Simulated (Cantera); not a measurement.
Input: 1 mol Si₃N₄, 0.081 mol O₂, 2.4 mol N₂, held at 1700 °C and 1.33 mbar.

These are equilibrium values from Cantera (NASA tables, ideal gas, pure condensed phases), not measurements of a reactor. Candidate condensed phases: Si, SiO₂, Si₂N₂O, Si₃N₄; 16 gas species. The tables' values for SiN are old estimates; treat these amounts as uncertain. The numbers say what is thermodynamically allowed, not how fast it happens.

What is the equilibrium state?

x(N₂): 0.941
x(SiO): 0.0346
x(Si): 0.0237
x(Si₂N): 0.000314
x(SiN): 0.000233
x(Si₂): 0.000230
x(Si₃): 5.00e-5
n(Si(l)): 2.72 mol
gas amount: 4.675 mol
